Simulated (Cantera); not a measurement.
Cantera run, input and output.

```python
import numpy as np
import cantera as ct

gas = ct.Solution("gri30.yaml")
gas.TPX = 300, 101325, {'C2H4': 1, 'O2': 3.57, 'N2': 13.4, 'CO2': 1.7}
inlet = ct.Reservoir(gas, clone=True)
gas.equilibrate("HP")  # start burning
reactor = ct.IdealGasConstPressureReactor(gas, energy="on", clone=False)
exhaust = ct.Reservoir(gas, clone=True)
tau = [0.021, 0.0087, 0.0037, 0.0016, 0.00066, 0.00028, 0.00012, 4.9e-05, 2.1e-05][0]
for a, b in ((inlet, reactor), (reactor, exhaust)):
    ct.MassFlowController(a, b, mdot=lambda t: reactor.mass / tau)
net = ct.ReactorNet([reactor])
show = ['C2H4', 'O2', 'CO2', 'O', 'CH3']

rows = []
print(f"{'tau/s':>10s}{'T/K':>9s}" + "".join(f"{s:>11s}" for s in show))
for tau in [0.021, 0.0087, 0.0037, 0.0016, 0.00066, 0.00028, 0.00012, 4.9e-05, 2.1e-05]:
    net.initial_time = 0.0
    net.advance(30 * tau)
    before = gas.X
    net.advance(40 * tau)
    drift = np.max(np.abs(gas.X - before) / (gas.X + 1e-9))
    rows.append([gas.T, *gas[show].X, drift])
    print(f"{tau:10.3e}{gas.T:9.1f}" + "".join(f"{x:11.3e}" for x in gas[show].X))
```

Result:

```
     tau/s      T/K       C2H4         O2        CO2          O        CH3
 2.100e-02   1973.5  8.527e-06  3.294e-02  1.773e-01  8.374e-04  8.769e-07
 8.700e-03   1933.1  1.514e-05  3.497e-02  1.725e-01  1.327e-03  1.663e-06
 3.700e-03   1882.9  2.688e-05  3.741e-02  1.669e-01  2.002e-03  3.093e-06
 1.600e-03   1824.3  4.899e-05  4.020e-02  1.606e-01  2.840e-03  5.775e-06
 6.600e-04   1753.8  9.893e-05  4.365e-02  1.533e-01  3.784e-03  1.163e-05
 2.800e-04   1676.2  2.197e-04  4.810e-02  1.450e-01  4.393e-03  2.491e-05
 1.200e-04   1576.1  6.490e-04  5.629e-02  1.324e-01  3.718e-03  6.690e-05
 4.900e-05    300.0  5.084e-02  1.815e-01  8.643e-02  1.410e-25 -1.611e-21
 2.100e-05    300.0  5.084e-02  1.815e-01  8.643e-02  1.111e-30  4.769e-26
```

Computed with Cantera and GRI-Mech 3.0 (53 species, 325 reactions). GRI-Mech 3.0 was tuned for natural gas; its chemistry of ethylene as a main component is partial and can be far from experiment.
